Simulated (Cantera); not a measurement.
Input: 1 mol PbO, 3.4 mol CO, equilibrated at 0.120 bar.

Cantera equilibrium calculation (NASA polynomials, part measured and part estimated; ideal gas, pure solids and liquids). Candidate condensed phases: C, Pb, PbO, PbO2, Pb3O4; 15 gas species. The numbers say what is thermodynamically allowed, not how fast it happens.

x: gas mole fraction; n: condensed amount in mol.

```csv
T (K),x CO,x CO2,x Pb,x PbO,x Pb2,x O,n C(graphite),n Pb(l)
850,0.458,0.542,2.65e-6,<1e-12,<1e-12,<1e-12,0.547,1.000
925,0.706,0.294,2.23e-5,3.87e-12,2.08e-11,<1e-12,0,1.000
1000,0.706,0.294,0.000135,1.09e-10,4.25e-10,<1e-12,0,1.000
1075,0.705,0.294,0.000633,1.89e-9,5.64e-9,<1e-12,0,0.998
1150,0.704,0.293,0.00241,2.26e-8,5.28e-8,<1e-12,0,0.992
1225,0.700,0.292,0.00779,1.98e-7,3.73e-7,<1e-12,0,0.973
1300,0.690,0.288,0.0219,1.34e-6,2.08e-6,<1e-12,0,0.924
1375,0.667,0.278,0.0547,7.32e-6,9.58e-6,?,0,0.803
1450,0.618,0.258,0.124,3.34e-5,3.74e-5,?,0,0.518
1525,0.546,0.227,0.227,0.000114,9.73e-5,?,0,0
1600,0.546,0.227,0.227,0.000202,7.74e-5,?,0,0
1675,0.546,0.227,0.227,0.000337,6.28e-5,?,0,0
1750,0.546,0.227,0.227,0.000537,5.17e-5,?,0,0
1825,0.546,0.226,0.226,0.000821,4.32e-5,?,0,0
```

Task: Fill in the missing entries.

Result: 
- 1375, x O: 1.40e-12
- 1450, x O: 1.57e-11
- 1525, x O: 1.39e-10
- 1600, x O: 1.00e-9
- 1675, x O: 6.05e-9
- 1750, x O: 3.13e-8
- 1825, x O: 1.41e-7
